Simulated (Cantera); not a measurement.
A closed system holds: 1 mol Fe3O4, 5.5 mol CO, 1.5 mol CH4, held at 702 °C and 0.133 bar.

These are equilibrium values from Cantera (NASA tables, ideal gas, pure condensed phases), not measurements of a reactor. Candidate condensed phases: C, C6H6, C7H8, C8H18, Fe, Fe(CO)5, FeO, Fe(OH)2, Fe(OH)3, Fe2O3, Fe3O4, H2O; 114 gas species. The tables' stoichiometric FeO is somewhat more stable than real wüstite, so its field is too wide. FeO: taken at fixed stoichiometry. Kinetics and transport are ignored.

Base state: CO 0.552, H2 0.257, CO2 0.148, H2O 0.0430, CH4 0.000291 (mole fractions); condensed: Fe(α) + FeO(s).

Q: What changes in the equilibrium state with this change: temperature from 702 °C to 2277 °C?

A: 
| species | before | after |
|---|---|---|
| CO | 0.552 | 0.481 |
| Fe | <1e-9 | 0.200 |
| H2 | 0.257 | 0.119 |
| CO2 | 0.148 | 0.0602 |
| H | 1.59e-9 | 0.0295 |
| H2O | 0.0430 | 0.0947 |
| FeO | <1e-9 | 0.00883 |
| OH | <1e-9 | 0.00513 |
| O | <1e-9 | 0.000828 |
| Fe(α), mol | 2.40 | 0 |
| FeO(s), mol | 0.596 | 0 |
| FeO(l), mol | 0 | 0.290 |

Q: What changes in the equilibrium state with this change: Fe3O4 replaced by Ta2O5?

A: 
```
species             before    after
----------------  --------  -------
CO                   0.552    0.584
H2                   0.257    0.354
CO2                  0.148   0.0436
H2O                 0.0430   0.0166
CH4               0.000291  0.00210
Fe(α), mol            2.40        0
FeO(s), mol          0.596        0
C(graphite), mol         0     1.96
Ta2O5(s), mol            0     1.00
```
Further candidate phases: Ta, TaC, Ta2O5.
